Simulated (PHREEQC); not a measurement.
PHREEQC input (ion-association model, wateq4f.dat):

```
SOLUTION_MASTER_SPECIES
  Amm  AmmH+  0  AmmH  17.031  # ammonia with no redox link, constants of NH4+
SOLUTION_SPECIES
  PO4-3 + 3H+ = H3PO4  # constants of phreeqc.dat
    -log_k 21.721
    -delta_h -10.1 kJ
  AmmH+ = AmmH+
    -log_k 0
  AmmH+ = Amm + H+
    -log_k -9.252
    -delta_h 12.48 kcal
    -analytic 0.6322 -0.001225 -2835.76
    -gamma 2.5 0.0
  AmmH+ + SO4-2 = AmmHSO4-
    -log_k 1.11
    -gamma 5.0 0.0
PHASES
  Amm(g)
    Amm = Amm
    -log_k 1.770
    -delta_h -8.170 kcal
EXCHANGE_SPECIES
  AmmH+ + X- = AmmHX
    -log_k 0.6
SOLUTION 1
  temp 10
  units mol/kgw
  pH 7 charge
  P 0.15
  Na 0.15
  K 0.037
  Cl 0.014
SOLUTION 2
  temp 10
  units mol/kgw
  pH 7 charge
  S(6) 0.0077
  Na 0.0134
  Amm 0.028
  Cl 0.0057
END
SELECTED_OUTPUT 1
  -reset false
  -pH true
  -pe true
  -ionic_strength true
  -water true
  -totals Amm Cl K Na P S S(-2) S(6)
  -molalities H+ Cl- K+ Na+ PO4-3 SO4-2 HPO4-2 H2PO4- NaHPO4- KHPO4-
    NaSO4- KSO4- HSO4- H2S HS- S-2 O2 OH- AmmH+ Amm
    AmmHSO4- H3PO4
  -equilibrium_phases Halite Mirabilite
PRINT
  -reset false
MIX 1
  1 1
  2 0
EQUILIBRIUM_PHASES 1
  Halite 0 0
  Mirabilite 0 0
  O2(g) -0.68 10
END
# ... the last block is repeated for the other 20 points of share of solution B
```

Selected output (columns that matter, 21 of 21 rows; share of solution B added in front):

```
share of solution B	pH	mu	Amm	Cl	K	Na	P	S	m_H+	m_Cl-	m_K+	m_Na+	m_SO4-2	m_HPO4-2
0	6.0656	0.20553	0	0.014	0.037	0.15	0.15	0	1.0747e-06	0.014	0.036572	0.14819	0	0.02077
0.05	6.0944	0.19851	0.0014	0.013585	0.03515	0.14317	0.1425	0.000385	1.004e-06	0.013585	0.034723	0.14137	0.00030776	0.020719
0.1	6.125	0.1915	0.0028	0.01317	0.0333	0.13634	0.135	0.00077	9.3398e-07	0.01317	0.032876	0.13455	0.00061724	0.020669
0.15	6.1577	0.1845	0.0042	0.012755	0.03145	0.12951	0.1275	0.001155	8.6479e-07	0.012755	0.03103	0.12774	0.00092851	0.020619
0.2	6.1926	0.1775	0.0056	0.01234	0.0296	0.12268	0.12	0.00154	7.9642e-07	0.01234	0.029185	0.12093	0.0012416	0.020571
0.25	6.2302	0.1705	0.007	0.011925	0.02775	0.11585	0.1125	0.001925	7.2893e-07	0.011925	0.027342	0.11413	0.0015566	0.020523
0.3	6.271	0.16352	0.0084	0.01151	0.0259	0.10902	0.105	0.00231	6.6236e-07	0.01151	0.025501	0.10733	0.0018735	0.020477
0.35	6.3153	0.15654	0.0098	0.011095	0.02405	0.10219	0.0975	0.002695	5.9679e-07	0.011095	0.023662	0.10054	0.0021924	0.020432
0.4	6.364	0.14956	0.0112	0.01068	0.0222	0.09536	0.09	0.00308	5.3226e-07	0.01068	0.021825	0.093757	0.0025133	0.020388
0.45	6.4181	0.14259	0.0126	0.010265	0.02035	0.08853	0.0825	0.003465	4.6886e-07	0.010265	0.01999	0.086979	0.0028364	0.020346
0.5	6.4789	0.13563	0.014	0.00985	0.0185	0.0817	0.075	0.00385	4.0665e-07	0.00985	0.018157	0.080207	0.0031617	0.020305
0.55	6.5483	0.12868	0.0154	0.009435	0.01665	0.07487	0.0675	0.004235	3.4571e-07	0.009435	0.016327	0.073444	0.0034892	0.020266
0.6	6.6292	0.12173	0.0168	0.00902	0.0148	0.06804	0.06	0.00462	2.8614e-07	0.00902	0.014499	0.066688	0.0038191	0.020228
0.65	6.7266	0.1148	0.0182	0.008605	0.01295	0.06121	0.0525	0.005005	2.2804e-07	0.008605	0.012674	0.05994	0.0041515	0.020192
0.7	6.849	0.10787	0.0196	0.00819	0.0111	0.05438	0.045	0.00539	1.7151e-07	0.00819	0.010852	0.053202	0.0044863	0.020156
0.75	7.0147	0.10093	0.021	0.007775	0.00925	0.04755	0.0375	0.005775	1.1671e-07	0.007775	0.0090327	0.046473	0.0048239	0.020118
0.8	7.2752	0.093983	0.0224	0.00736	0.0074	0.04072	0.03	0.00616	6.3842e-08	0.00736	0.0072175	0.039756	0.0051645	0.020066
0.85	7.9247	0.086672	0.0238	0.006945	0.00555	0.03389	0.0225	0.006545	1.4253e-08	0.006945	0.0054067	0.033053	0.0055112	0.019825
0.9	9.2935	0.069607	0.0252	0.00653	0.0037	0.02706	0.015	0.00693	6.0322e-10	0.00653	0.0036093	0.026438	0.0059605	0.014542
0.95	9.8021	0.048739	0.0266	0.006115	0.00185	0.02023	0.0075	0.007315	1.8389e-10	0.006115	0.0018089	0.019822	0.006492	0.0073045
1	10.234	0.027659	0.028	0.0057	0	0.0134	0	0.0077	6.6297e-11	0.0057	0	0.013169	0.0071003	0
```

H3PO4, which wateq4f.dat lacks, is added to it with the constant of phreeqc.dat. Away from 25 °C the constants follow the database's enthalpies or fits; those with neither stay at their 25 °C values.
